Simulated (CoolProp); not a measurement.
Computed with CoolProp (reference Helmholtz-energy equation of state, Lemmon 2006). It is a short technical equation, of lower accuracy than the large ones.

Q: For C3F8 (R218), give the phase and the density (kg/m³), cp (kJ/(kg K)), isothermal compressibility (1/MPa), expansivity (1/kK) at 395.8 K and 7.32 MPa; 422.3 K and 7.32 MPa; 440 K and 7.32 MPa.

A: 
- 395.8 K and 7.32 MPa: supercritical; density 808, cp 1.38, isothermal compressibility 0.0992, expansivity 9.54
- 422.3 K and 7.32 MPa: supercritical; density 630, cp 1.31, isothermal compressibility 0.142, expansivity 8.71
- 440 K and 7.32 MPa: supercritical; density 547, cp 1.25, isothermal compressibility 0.149, expansivity 7.24
